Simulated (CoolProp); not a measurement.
Vapour-liquid equilibrium of R143a (1) + R1234yf (2) at 49.5 kPa; x and y are mole fractions of (1).

The numbers come from the multi-fluid Helmholtz-energy mixture model, Lemmon and Jacobsen 2000 and Lemmon 2022; pair parameters Bell 2016 in CoolProp.

Q: Give the bubble temperature and the first vapour's composition at x = 0.275, 0.8, 0.95. Is there an azeotrope?

A: x = 0.275: 221.8 K, y = 0.483; x = 0.8: 214.0 K, y = 0.900; x = 0.95: 212.4 K, y = 0.977. No azeotrope shows between x = 0.05 and 0.95.

The pair parameters rest on a limited set of measurements; away from them the model extrapolates.
